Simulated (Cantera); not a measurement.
Hydrogen reduction and annealing atmospheres: Cu₂O + H₂

Charge: 1 mol Cu₂O, 5.6 mol H₂, equilibrated at 825 Torr.

Equilibrium computed with Cantera from the NASA thermochemical tables; the gas is ideal and each condensed phase is pure. Candidate condensed phases: Cu, CuO, Cu(OH)₂, Cu₂O, H₂O; 12 gas species. Kinetics and transport are ignored.

| T (K) | x H₂ | x H₂O | x Cu | x H | n Cu(s) | n Cu(l) |
|---|---|---|---|---|---|---|
| 1000 | 0.821 | 0.179 | 1.42e-11 | 1.96e-9 | 2.00 | 0 |
| 1150 | 0.821 | 0.179 | 2.63e-9 | 6.45e-8 | 2.00 | 0 |
| 1300 | 0.821 | 0.179 | 1.43e-7 | 9.56e-7 | 2.00 | 0 |
| 1450 | 0.821 | 0.179 | 3.13e-6 | 8.17e-6 | 0 | 2.00 |
| 1600 | 0.821 | 0.179 | 3.61e-5 | 4.70e-5 | 0 | 2.00 |
| 1750 | 0.821 | 0.179 | 0.000271 | 0.000201 | 0 | 2.00 |
| 1900 | 0.820 | 0.178 | 0.00147 | 0.000685 | 0 | 1.99 |
| 2050 | 0.815 | 0.177 | 0.00616 | 0.00195 | 0 | 1.96 |
| 2200 | 0.800 | 0.174 | 0.0211 | 0.00480 | 0 | 1.88 |
x: gas mole fraction; n: condensed amount in mol.

From 1000 K to 1300 K the condensed part is Cu(s). From 1450 K to 2200 K the condensed part is Cu(l).
